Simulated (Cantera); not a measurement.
Feed: 1 mol Ta₂O₅, 4.2 mol CO, 3.4 mol H₂, equilibrated at 873 K and 100 Torr.

These are equilibrium values from Cantera (NASA tables, ideal gas, pure condensed phases), not measurements of a reactor. Candidate condensed phases: C, C₆H₆, C₇H₈, C₈H₁₈, H₂O, Ta, TaC, Ta₂O₅; 113 gas species. Kinetics and transport are ignored.

Base state: H₂ 0.450, CO 0.311, CO₂ 0.147, H₂O 0.0795, CH₄ 0.0121 (mole fractions); condensed: C(graphite) + Ta₂O₅(s).

What changes in the equilibrium state with this change: temperature from 873 K to 1575 K?


```
species           before     after
----------------  ------  --------
CO                 0.311     0.552
H₂                 0.450     0.446
H₂O               0.0795   0.00127
CO₂                0.147  0.000541
CH₄               0.0121   1.28e-6
H                  <1e-9   7.60e-5
C(graphite), mol    1.31         0
Ta₂O₅(s), mol       1.00     0.998
TaC(s), mol            0   0.00392
```
Mutual solubility and eutectic melting of coexisting phases are not modelled. TaC: taken at fixed stoichiometry. Condensed phases not in the tables: Ta₂C.
